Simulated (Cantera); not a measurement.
Input (Python, Cantera):

```python
import numpy as np
import cantera as ct

gas = ct.Solution("gri30.yaml")
gas.TPX = 423, 280000, {'CH4': 1, 'O2': 3.92, 'N2': 14.7, 'H2O': 4.3}
inlet = ct.Reservoir(gas, clone=True)
gas.equilibrate("HP")  # start burning
reactor = ct.IdealGasConstPressureReactor(gas, energy="on", clone=False)
exhaust = ct.Reservoir(gas, clone=True)
tau = [0.033, 0.011, 0.0036, 0.0012, 0.00038, 0.00013, 4.1e-05, 1.4e-05, 4.4e-06][0]
for a, b in ((inlet, reactor), (reactor, exhaust)):
    ct.MassFlowController(a, b, mdot=lambda t: reactor.mass / tau)
net = ct.ReactorNet([reactor])
show = ['CH4', 'O2', 'H2O', 'CO2', 'CH2O']

rows = []
print(f"{'tau/s':>10s}{'T/K':>9s}" + "".join(f"{s:>11s}" for s in show))
for tau in [0.033, 0.011, 0.0036, 0.0012, 0.00038, 0.00013, 4.1e-05, 1.4e-05, 4.4e-06]:
    net.initial_time = 0.0
    net.advance(30 * tau)
    before = gas.X
    net.advance(40 * tau)
    drift = np.max(np.abs(gas.X - before) / (gas.X + 1e-9))
    rows.append([gas.T, *gas[show].X, drift])
    print(f"{tau:10.3e}{gas.T:9.1f}" + "".join(f"{x:11.3e}" for x in gas[show].X))
```

Result:

```
     tau/s      T/K        CH4         O2        H2O        CO2       CH2O
 3.300e-02   1338.6  4.928e-04  8.303e-02  2.615e-01  3.777e-02  4.330e-05
 1.100e-02    423.0  4.181e-02  1.639e-01  1.798e-01  2.224e-17  6.919e-19
 3.600e-03    423.0  4.181e-02  1.639e-01  1.798e-01  9.129e-20  2.840e-21
 1.200e-03    423.0  4.181e-02  1.639e-01  1.798e-01  5.766e-21  1.794e-22
 3.800e-04    423.0  4.181e-02  1.639e-01  1.798e-01  3.642e-22  1.133e-23
 1.300e-04    423.0  4.181e-02  1.639e-01  1.798e-01  2.301e-23  7.157e-25
 4.100e-05    423.0  4.181e-02  1.639e-01  1.798e-01  1.453e-24  4.521e-26
 1.400e-05    423.0  4.181e-02  1.639e-01  1.798e-01  9.180e-26  2.856e-27
 4.400e-06    423.0  4.181e-02  1.639e-01  1.798e-01  5.799e-27  1.804e-28
```

Detailed kinetics in Cantera: GRI-Mech 3.0 (53 species, 325 reactions).
